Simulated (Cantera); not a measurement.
An isothermal plug-flow reactor at 923 K and 435 Torr (inlet), inlet velocity 0.53 m/s, active area per volume 510 1/m; feed 1.71 % H₂, 1.59 % O₂, 96.7 % N₂.

Detailed kinetics in Cantera: Deutschmann's 1995 Pt surface mechanism with GRI-Mech 3.0 gas chemistry. Catalytic surfaces can have several steady states; this one follows from the mechanism file's or the stated starting coverage. Mass transfer to the wall is taken as infinitely fast.

x: gas mole fraction; θ: surface coverage.

| z (m) | x H₂ | x O₂ | x H₂O | θ free Pt | θ H* | θ O* | θ OH* |
|---|---|---|---|---|---|---|---|
| 3.7e-05 | 0.00866 | 0.0117 | 0.00855 | 0.995 | 0.00449 | 6.63e-6 | 1.37e-5 |
| 7.1e-05 | 0.00324 | 0.00902 | 0.0140 | 0.747 | 2.51e-6 | 0.251 | 0.00265 |
| 0.00014 | ___ | 0.00791 | 0.0163 | ___ | ___ | ___ | 0.00283 |
| 0.00027 | 0.000248 | 0.00753 | 0.0170 | 0.285 | 3.34e-7 | 0.712 | 0.00271 |
| 0.00051 | 2.35e-5 | 0.00742 | 0.0173 | 0.272 | 3.09e-7 | 0.726 | 0.00268 |
| 0.00099 | 2.31e-7 | 0.00741 | 0.0173 | 0.271 | 3.06e-7 | 0.727 | 0.00267 |
| 0.0019 | 8.84e-11 | 0.00741 | 0.0173 | 0.270 | 3.06e-7 | 0.727 | 0.00267 |
| 0.0037 | 5.21e-11 | 0.00741 | 0.0173 | 0.270 | 3.06e-7 | 0.727 | 0.00267 |

Q: Some entries are withheld; supply them.

A: 
- 0.00014, x H₂: 0.00102
- 0.00014, θ free Pt: 0.350
- 0.00014, θ H*: 4.78e-7
- 0.00014, θ O*: 0.647
